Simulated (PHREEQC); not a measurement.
Consider water at 70 °C with 0.0042 mol/kgw CuSO4, 0.00035 mol/kgw HBF4 and 0.00038 mol/kgw Na2SO4. It is in equilibrium with CO2 at log p = -3.4 (atm). Otherwise closed; pH follows from the charge balance.

The numbers come from PHREEQC with the ion-association model, phreeqc.dat.

This is a speciation only: nothing precipitates in the calculation.

**Question.** Order these F species by the share of F that they hold, largest first: BF2(OH)2-, F-, CuF+, HF2-, HF.

**Answer.** HF (52 %), F- (45 %), CuF+ (2.2 %), BF2(OH)2- (0.39 %), HF2- (0.29 %)

**Question.** Order these S species by the share of S that they hold, largest first: HSO4-, NaSO4-, CuSO4, SO4-2.

**Answer.** SO4-2 (72 %), CuSO4 (22 %), HSO4- (5.5 %), NaSO4- (0.21 %)

The pH is 3.43 and the ionic strength 0.0139 mol/kgw. Constants without temperature data keep their 25 °C values here. Real BF4- forms and hydrolyses slowly; the run takes it at equilibrium.
